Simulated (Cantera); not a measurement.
A closed system holds: 1 mol FeS2, 0.22 mol SO2, a varied amount of CO2, 0.18 mol SO3, at 925 K and 128 Torr.

Method: chemical equilibrium by Gibbs-energy minimisation in Cantera with the NASA 1993 tables (ideal gas, pure condensed phases). Candidate condensed phases: C, Fe, Fe(CO)5, FeO, FeS, FeSO4, FeS2, Fe2O3, Fe2(SO4)3, Fe3O4, S; 25 gas species. FeS: taken at fixed stoichiometry. Gases not in the tables: S3 to S7. Equilibrium is a limit: real reactors are often held back by kinetics, nucleation or transport.

x: gas mole fraction; n: condensed amount in mol.

| n(CO2) (mol) | x CO2 | x SO2 | x S2 | x S2O | x COS | x CO | x SO | n FeS(s) | n FeS2(s) |
|---|---|---|---|---|---|---|---|---|---|
| 0.25 | 0.273 | 0.534 | 0.184 | 0.00798 | 0.000542 | 0.000296 | 1.50e-5 | [?] | 0.562 |
| 0.52 | 0.416 | 0.391 | 0.184 | 0.00683 | 0.000965 | 0.000527 | 1.28e-5 | [?] | 0.437 |
| 0.79 | 0.499 | 0.309 | 0.184 | 0.00607 | 0.00130 | 0.000710 | 1.14e-5 | [?] | 0.311 |
| 1.1 | 0.559 | 0.249 | 0.184 | 0.00545 | 0.00163 | 0.000887 | 1.02e-5 | [?] | 0.167 |
| 1.3 | 0.587 | 0.221 | 0.184 | 0.00513 | 0.00181 | 0.000987 | 9.66e-6 | 0.926 | 0.0741 |
| 1.6 | 0.626 | 0.192 | 0.174 | 0.00458 | 0.00199 | 0.00111 | 8.87e-6 | 1.00 | 0 |
| 1.9 | 0.665 | 0.172 | 0.155 | 0.00399 | 0.00205 | 0.00122 | 8.17e-6 | 1.00 | 0 |
| 2.1 | 0.687 | 0.161 | 0.145 | 0.00366 | 0.00208 | 0.00128 | 7.76e-6 | 1.00 | 0 |
| 2.4 | 0.715 | 0.147 | 0.132 | 0.00326 | 0.00211 | 0.00136 | 7.24e-6 | 1.00 | 0 |
| 2.7 | 0.738 | 0.135 | 0.121 | 0.00292 | 0.00212 | 0.00143 | 6.79e-6 | 1.00 | 0 |
| 2.9 | 0.751 | 0.128 | 0.114 | 0.00273 | 0.00213 | 0.00147 | 6.52e-6 | 1.00 | 0 |

Q: Complete the blanks.

A: 
- 0.25, n FeS(s): 0.438
- 0.52, n FeS(s): 0.563
- 0.79, n FeS(s): 0.689
- 1.1, n FeS(s): 0.833
